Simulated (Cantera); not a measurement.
What does this Cantera script print?

```python
import numpy as np
import cantera as ct

gas_names = """
    B BH BH2 BH3 BN BO BO2 B2 B2O B2O2 B2O3 B3O3H3 H HBO HBO2 HNO HNO2 HNO3 HO2 H2 H2O H2O2 H3B3O6 N NH
    NH2 NH3 NH2OH NO NO2 NO3 N2 N2H2 N2H4 N2O O OH O2 O3
""".split()
cond_names = """
    B(b) B(L) BN(s) B2O3(L) B3O3H3(cr) H2O(s) H2O(L)
""".split()


# ... load() reads the species with a 1 bar reference pressure and builds the phases ...
atoms = {
    'borazine': {'B': 3, 'N': 3, 'H': 6},
    'H2O': {'H': 2, 'O': 1},
    'N2': {'N': 2},
}
top_T = {'BN(s)': 3200}  # K; cautious upper limits of use, not melting points


# ... equilibrate(T, P, feed) seeds the gas with the atoms and calls Mixture.equilibrate('TP', solver="vcs", rtol=1e-11, max_steps=5000) ...
results = []
feed = {'borazine': 1, 'H2O': 0.35, 'N2': 18}  # mol
T = 1650  # K
P = 42  # Pa
mix = equilibrate(T, P, feed)
results.append((T, P, feed, dict(zip(mix.species_names, mix.species_moles))))
x = sorted(zip(gas.X, gas.species_names), reverse=True)
print(f"T = {T:g} K  P = {P:g} Pa  gas = {mix.phase_moles(0):.4g} mol")
print("   x: " + "  ".join(f"{s} {v:.3e}" for v, s in x if v > 0.0001))
print("   condensed (mol): " + ("  ".join(f"{mix.phase(i).name} {mix.phase_moles(i):.4g}"
      for i in range(1, mix.n_phases) if mix.phase_moles(i) > 1e-12) or "none"))
```

Result:

```
T = 1650 K  P = 42 Pa  gas = 21.72 mol
   x: N2 8.364e-01  H2 1.494e-01  HBO 7.706e-03  B2O2 2.050e-03  BO 1.881e-03  H 1.713e-03  B2O3 6.180e-04  HBO2 2.835e-04
   condensed (mol): BN(s) 2.67
```

These are equilibrium values from Cantera (NASA tables, ideal gas, pure condensed phases), not measurements of a reactor. The feed counts by its element totals alone.
